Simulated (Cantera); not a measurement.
A perfectly stirred reactor is fed with CH₄ : O₂ : N₂ = 1 : 3.77 : 14.2 (molar parts), at 0.890 bar; it is adiabatic with a 525 K inlet, and is followed from long to short residence time, starting on the burning branch (τ in s: 0.25, 0.093, 0.035, 0.013, 0.0049, 0.0018, 0.00069, 0.00026, 9.6e-05, 3.6e-05, 1.4e-05).

Computed with Cantera and GRI-Mech 3.0 (53 species, 325 reactions).

x: mole fraction; the columns are a selection and need not sum to one.

```json
[
 {"τ (s)": "0.25", "T (K)": "1713", "x CH₄": "7.24e-6", "x O₂": "0.0932", "x NO": "9.99e-6", "x H₂": "…", "x CO₂": "0.0525"},
 {"τ (s)": "0.093", "T (K)": "1710", "x CH₄": "1.37e-5", "x O₂": "0.0932", "x NO": "8.68e-6", "x H₂": "…", "x CO₂": "0.0523"},
 {"τ (s)": "0.035", "T (K)": "1704", "x CH₄": "2.54e-5", "x O₂": "0.0932", "x NO": "7.45e-6", "x H₂": "…", "x CO₂": "0.0520"},
 {"τ (s)": "0.013", "T (K)": "1694", "x CH₄": "4.77e-5", "x O₂": "0.0933", "x NO": "6.04e-6", "x H₂": "…", "x CO₂": "0.0514"},
 {"τ (s)": "0.0049", "T (K)": "1677", "x CH₄": "9.01e-5", "x O₂": "0.0937", "x NO": "4.86e-6", "x H₂": "…", "x CO₂": "0.0501"},
 {"τ (s)": "0.0018", "T (K)": "1646", "x CH₄": "0.000182", "x O₂": "0.0947", "x NO": "4.01e-6", "x H₂": "…", "x CO₂": "0.0477"},
 {"τ (s)": "0.00069", "T (K)": "1596", "x CH₄": "0.000404", "x O₂": "0.0970", "x NO": "3.11e-6", "x H₂": "…", "x CO₂": "0.0432"},
 {"τ (s)": "0.00026", "T (K)": "1486", "x CH₄": "0.00152", "x O₂": "0.105", "x NO": "1.16e-6", "x H₂": "…", "x CO₂": "0.0316"},
 {"τ (s)": "9.6e-5", "T (K)": "525", "x CH₄": "0.0527", "x O₂": "0.199", "x NO": "<1e-12", "x H₂": "<1e-12", "x CO₂": "<1e-12"},
 {"τ (s)": "3.6e-5", "T (K)": "525", "x CH₄": "0.0527", "x O₂": "0.199", "x NO": "<1e-12", "x H₂": "<1e-12", "x CO₂": "<1e-12"},
 {"τ (s)": "1.4e-5", "T (K)": "525", "x CH₄": "0.0527", "x O₂": "0.199", "x NO": "<1e-12", "x H₂": "<1e-12", "x CO₂": "<1e-12"}
]
```

Problem. Fill in the missing entries.

Solution. 
- 0.25, x H₂: 4.68e-5
- 0.093, x H₂: 8.69e-5
- 0.035, x H₂: 0.000162
- 0.013, x H₂: 0.000304
- 0.0049, x H₂: 0.000553
- 0.0018, x H₂: 0.000981
- 0.00069, x H₂: 0.00162
- 0.00026, x H₂: 0.00290
